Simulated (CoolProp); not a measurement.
Values from CoolProp's reference Helmholtz-energy equation of state, Penoncello 2003.

Question: For CHF3 (R23), give the phase and the cv (kJ/(kg K)), speed of sound (m/s), viscosity (µPa s), conductivity (mW/(m K)) at 172.8 K and 0.101 MPa; 177.9 K and 0.101 MPa; 198.3 K and 0.101 MPa.

Answer: 
- 172.8 K and 0.101 MPa: liquid; cv 0.715, speed of sound 923, viscosity 422, conductivity 153
- 177.9 K and 0.101 MPa: liquid; cv 0.715, speed of sound 895, viscosity 384, conductivity 148
- 198.3 K and 0.101 MPa: gas; cv 0.521, speed of sound 168, viscosity 9.86, conductivity 8.30

Viscosity comes from a separate model (Shan 2000). Thermal conductivity comes from a separate model (Shan 2000).
